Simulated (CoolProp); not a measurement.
A simple Rankine cycle with water: condensing at 321.15 K, boiler at 0.397 MPa, turbine inlet 421.5 K, turbine efficiency 0.7, pump efficiency 0.6, no recuperator. Each further row changes one setting.

Computed with CoolProp (reference Helmholtz-energy equation of state, Wagner 2002).

| case | thermal efficiency (%) | net work (kJ/kg) | heat in (kJ/kg) | turbine exit temperature (K) | volume ratio over the turbine |
|---|---|---|---|---|---|
| as stated | 14.9 | 379 | 2550 | 321.1 | 25.4 |
| turbine inlet 441.5 K | 14.9 | 387 | 2590 | 321.1 | 24.5 |
| condensing temperature 313.15 K | 16.0 | 414 | 2580 | 313.1 | 37.2 |
| boiler pressure 0.278 MPa | 13.5 | 345 | 2560 | 321.1 | 17.9 |
| turbine efficiency 0.6 | 12.7 | 324 | 2550 | 321.1 | 26.1 |

The expansion ends wet for: as stated; turbine inlet 441.5 K; condensing temperature 313.15 K; boiler pressure 0.278 MPa; turbine efficiency 0.6.
